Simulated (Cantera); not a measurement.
What does this Cantera script print?

```python
import numpy as np
import cantera as ct

gas = ct.Solution("gri30.yaml")
gas.TPX = 1825, 2500, {'NO': 1, 'N2': 0.11, 'H2O': 0.062}
reactor = ct.IdealGasConstPressureReactor(gas, energy="off", clone=False)
net = ct.ReactorNet([reactor])
net.rtol, net.atol = 1e-08, 1e-18
show = ['NO', 'N2', 'O2', 'N2O', 'NO2', 'O']
times = np.geomspace(7e-06, 20, 12)

steps = ct.SolutionArray(gas, extra=["t"])
rows = []
print(f"{'t/s':>10s}{'T/K':>9s}{'P/Pa':>11s}" + "".join(f"{s:>11s}" for s in show))
for t in times:
    while net.time < t:
        t_next = net.step()
        steps.append(gas.state, t=t_next)
    rows.append([np.interp(t, steps.t, y) for y in (steps.T, steps.P, *steps(*show).X.T)])
    print(f"{t:10.3e}{rows[-1][0]:9.1f}{rows[-1][1]:11.4g}" + "".join(f"{x:11.3e}" for x in rows[-1][2:]))
rate = np.gradient(steps.T, steps.t)
print("integrator steps:", len(steps.t))
if steps.T.max() > steps.T[0] + 200:
    print(f"time of steepest temperature rise: {steps.t[rate.argmax()]:.4e} s")
gas.TPX = 1825, 2500, {'NO': 1, 'N2': 0.11, 'H2O': 0.062}
gas.equilibrate("TP")
print(f"equilibrium (TP): T = {gas.T:.1f} K  " + "  ".join(f"{s} {gas[s].X[0]:.3e}" for s in show))
```

Result:

```
       t/s      T/K       P/Pa         NO         N2         O2        N2O        NO2          O
 7.000e-06   1825.0       2500  8.532e-01  9.386e-02  1.639e-12  3.677e-08  1.338e-11  3.633e-08
 2.704e-05   1825.0       2500  8.532e-01  9.386e-02  2.395e-11  1.420e-07  2.031e-10  1.356e-07
 1.044e-04   1825.0       2500  8.532e-01  9.386e-02  3.350e-10  5.481e-07  3.236e-09  4.606e-07
 4.035e-04   1825.0       2500  8.532e-01  9.386e-02  4.281e-09  2.110e-06  5.743e-08  1.146e-06
 1.559e-03   1825.0       2500  8.532e-01  9.386e-02  5.385e-08  8.048e-06  1.068e-06  1.601e-06
 6.020e-03   1825.0       2500  8.532e-01  9.386e-02  1.087e-06  2.958e-05  1.542e-05  3.208e-06
 2.325e-02   1825.0       2500  8.528e-01  9.388e-02  8.547e-05  9.130e-05  5.428e-05  1.918e-05
 8.983e-02   1825.0       2500  8.517e-01  9.428e-02  7.474e-04  1.170e-04  2.334e-05  3.403e-05
 3.470e-01   1825.0       2500  8.476e-01  9.635e-02  2.671e-03  1.003e-04  3.146e-05  6.644e-05
 1.340e+00   1825.0       2500  8.324e-01  1.039e-01  1.004e-02  1.150e-04  6.180e-05  1.163e-04
 5.178e+00   1825.0       2500  7.754e-01  1.324e-01  3.834e-02  1.105e-04  1.170e-04  2.108e-04
 2.000e+01   1825.0       2500  5.803e-01  2.299e-01  1.356e-01  6.267e-05  1.707e-04  3.746e-04
integrator steps: 1122
equilibrium (TP): T = 1825.0 K  NO 5.219e-03  N2 5.175e-01  O2 4.229e-01  N2O 3.830e-08  NO2 2.785e-06  O 6.358e-04
```

Computed with Cantera and GRI-Mech 3.0 (53 species, 325 reactions). Radical loss at walls, strong at low pressure, is not modelled.
